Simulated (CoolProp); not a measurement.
Saturation properties of R1233zd(E).

Computed with CoolProp (reference Helmholtz-energy equation of state, Akasaka 2022).

```tsv
T (K)	p (MPa)	vapour density (kg/m³)	enthalpy of vaporisation (kJ/kg)	liquid cp (kJ/(kg K))
243.5	0.01093	0.7098	216.0	1.083
252.6	0.01805	1.135	212.0	1.099
261.6	0.02848	1.737	208.0	1.115
270.6	0.04333	2.570	204.0	1.131
279.7	0.06413	3.709	199.8	1.149
288.7	0.09185	5.193	195.5	1.167
297.7	0.1283	7.111	191.1	1.185
306.8	0.1757	9.576	186.5	1.205
315.8	0.2349	12.63	181.7	1.225
324.8	0.3085	16.42	176.6	1.247
333.9	0.3997	21.12	171.2	1.271
```

It boils at 291.3 K under 1 atm.
